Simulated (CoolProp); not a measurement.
Saturation properties of nitrous oxide.

The numbers come from the reference Helmholtz-energy equation of state, Lemmon 2006 in CoolProp. It is a short technical equation, of lower accuracy than the large ones.

```tsv
T (K)	p (MPa)	liquid density (kg/m³)	enthalpy of vaporisation (kJ/kg)	liquid cp (kJ/(kg K))	vapour Z
247.3	1.503	1022	287.4	1.934	0.8270
252	1.736	1003	278.7	1.974	0.8088
256.8	2.000	982.8	269.4	2.022	0.7890
261.5	2.286	962.3	259.7	2.077	0.7683
266.2	2.601	940.9	249.3	2.144	0.7462
270.9	2.946	918.3	238.3	2.226	0.7224
275.6	3.323	894.4	226.3	2.330	0.6968
280.3	3.734	868.7	213.4	2.464	0.6690
285	4.182	840.9	199.1	2.647	0.6387
289.7	4.669	810.2	183.1	2.912	0.6050
294.4	5.197	775.3	164.8	3.335	0.5668
299.1	5.772	733.8	142.7	4.127	0.5217
```

It boils at 184.7 K under 1 atm.
